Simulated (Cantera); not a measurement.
# Dilute partial oxidation

An isothermal, constant-pressure homogeneous reactor starts with CH3OH : O2 : N2 = 0.016 : 0.0053 : 1 (molar parts), equivalence ratio 4.5, at 1500 K and 350000 Pa.

Cantera simulation using GRI-Mech 3.0 (53 species, 325 reactions); the numbers are that mechanism's predictions, not measurements. GRI-Mech 3.0 was tuned for natural gas; its chemistry of methanol as a main component is partial and can be far from experiment.

```tsv
t (s)	x CH3OH	x O2	x N2O	x CO	x H	x C2H4	x HCO
1.00e-5	0.0156	0.00517	1.22e-10	2.39e-6	7.27e-7	1.26e-8	3.66e-9
2.55e-5	0.0154	0.00512	9.89e-10	8.63e-6	1.32e-6	6.33e-8	2.66e-8
6.52e-5	0.0142	0.00487	7.31e-9	0.000116	4.89e-6	1.67e-7	5.37e-7
0.000166	0.00294	0.00264	3.74e-8	0.00869	4.47e-5	3.47e-7	9.73e-6
0.000425	5.54e-9	1.28e-5	1.80e-9	0.0145	0.00157	1.37e-8	1.05e-7
0.00108	2.34e-9	1.76e-8	1.66e-10	0.0140	0.000367	1.46e-8	2.76e-8
0.00277	1.15e-9	1.35e-9	6.61e-11	0.0138	9.66e-5	1.67e-8	7.43e-9
0.00707	4.42e-10	1.37e-10	3.85e-11	0.0137	2.77e-5	1.69e-8	2.13e-9
0.0181	1.60e-10	1.69e-11	2.03e-11	0.0137	9.13e-6	1.64e-8	7.03e-10
0.0461	6.12e-11	2.36e-12	8.23e-12	0.0136	3.47e-6	1.61e-8	2.66e-10
0.118	2.99e-11	<1e-12	2.93e-12	0.0136	1.74e-6	1.60e-8	1.33e-10
0.300	2.40e-11	<1e-12	1.03e-12	0.0135	1.43e-6	1.59e-8	1.09e-10
0.767	2.34e-11	<1e-12	<1e-12	0.0134	1.42e-6	1.57e-8	1.07e-10
1.96	2.30e-11	<1e-12	<1e-12	0.0134	1.41e-6	1.50e-8	1.07e-10
5.00	2.28e-11	<1e-12	<1e-12	0.0134	1.41e-6	1.34e-8	1.06e-10
```
x: mole fraction; the columns are a selection and need not sum to one.

Equilibrium at this temperature and pressure: CH3OH <1e-12, O2 <1e-12, N2O <1e-12, CO 0.0134, H 1.42e-6, C2H4 <1e-12, HCO 1.07e-10 (gas phase only).
